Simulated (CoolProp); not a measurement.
The fluid at 421.3 K and 14.7 MPa expands adiabatically to 8.63 MPa with isentropic efficiency 1. The same conditions are run with several fluids, on thermodynamics alone (safety and materials aside).

Model: reference Helmholtz-energy equation of state of each fluid (sulfur hexafluoride: Guder 2009; R114: Platzer 1990; ethylene: Smukala 2000; CH3F (R41): Lemmon 2006; propane: Lemmon 2009), in CoolProp. The equations of Platzer and Polt are older, rougher fits.

```tsv
fluid	work (kJ/kg)	final temperature (K)	final phase	final density (kg/m³)
sulfur hexafluoride	8.51	398.7	supercritical	576
R114	?	414.8	liquid	?
ethylene	?	?	supercritical	98.2
CH3F (R41)	34.2	375.9	supercritical	145
propane	19.0	405.0	supercritical	290
```

Task: Complete the blanks.

Result: 
- R114, work (kJ/kg): 5.34
- R114, final density (kg/m³): 1100
- ethylene, work (kJ/kg): 49.7
- ethylene, final temperature (K): 380.0
